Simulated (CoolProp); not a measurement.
Vapour-liquid equilibrium of acetone (1) + benzene (2) at 29.45 °C; x and y are mole fractions of (1).

Values from CoolProp's multi-fluid Helmholtz-energy mixture model, Lemmon 2006 and Thol 2012; pair parameters Bell 2016.

```
x     bubble pressure, mixture model (bar)  bubble pressure, Raoult's law (bar)  y, mixture model  y, Raoult's law
----  ------------------------------------  -----------------------------------  ----------------  ---------------
0.05                                0.1754                               0.1661             0.156            0.112
0.2                                 0.2237                               0.1985             0.430            0.374
0.35                                0.2605                               0.2308             0.585            0.563
0.5                                 0.2906                               0.2632             0.697            0.705
0.65                                0.3170                               0.2955             0.791            0.816
0.8                                 0.3411                               0.3279             0.880            0.905
0.95                                0.3638                               0.3602             0.969            0.978
```

The largest gap from Raoult's law is +12.9 % in bubble pressure, at x = 0.35. No azeotrope shows between x = 0.05 and 0.95.

Pair parameters are fitted to limited data, so mixtures are less certain than the pure fluids.
